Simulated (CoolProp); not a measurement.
Computed with CoolProp (reference Helmholtz-energy equation of state, Zhou 2012).

For o-xylene, give the phase and the density (kg/m³), conductivity (mW/(m K)) at 620 K and 2.62 MPa.


- 620 K and 2.62 MPa: gas; density 84.5, conductivity 50.6

Thermal conductivity comes from a separate model (Mylona 2014).
